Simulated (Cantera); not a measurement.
An isothermal, constant-pressure homogeneous reactor starts with CO : O2 : H2O : N2 = 0.011 : 0.033 : 0.00043 : 1 (molar parts), at 1225 K and 0.380 bar.

Computed with Cantera and GRI-Mech 3.0 (53 species, 325 reactions).

One state of this run: x CO = 2.33e-5; x O2 = 0.0265; x H2O = 0.000412; x H2O2 = 4.44e-10; x OH = 3.89e-6; x CO2 = 0.0106. x: mole fraction; the columns are a selection and need not sum to one.

Problem. Which value of t (s) does it belong to?
(A) 5.23e-5
(B) 0.00273
(C) 0.535
(D) 0.0382

Solution. C, 0.535
